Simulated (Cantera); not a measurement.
An isothermal, constant-pressure homogeneous reactor starts with 71.9 % N2O, 28.1 % O2, at 1125 K and 10.00 Torr.

Cantera simulation using GRI-Mech 3.0 (53 species, 325 reactions); the numbers are that mechanism's predictions, not measurements. GRI-Mech 3.0 was tuned for natural gas; its chemistry of N2O as a main component is partial and can be far from experiment. Radical loss at walls, strong at low pressure, is not modelled. The mechanism lacks the step 2 NO + O2 → 2 NO2, which can matter for NO2 below about 1400 K. The temperature is held fixed by assumption; the heat of reaction is taken as removed at once.

Predict: x(N2O) at 30.0 s; x(O2) at 30.0 s; x(NO2) at 30.0 s; x(O) at 30.0 s; x(NO) at 30.0 s; x(N2) at 30.0 s.


```
Property                                             Value
----------------  ----------------------------------------
x(N2O) at 30.0 s    0.669 (gas-phase equilibrium 9.13e-10)
x(O2) at 30.0 s        0.293 (gas-phase equilibrium 0.471)
x(NO2) at 30.0 s   7.99e-7 (gas-phase equilibrium 5.61e-7)
x(O) at 30.0 s     5.24e-7 (gas-phase equilibrium 2.76e-8)
x(NO) at 30.0 s   0.00285 (gas-phase equilibrium 0.000131)
x(N2) at 30.0 s       0.0357 (gas-phase equilibrium 0.529)
```
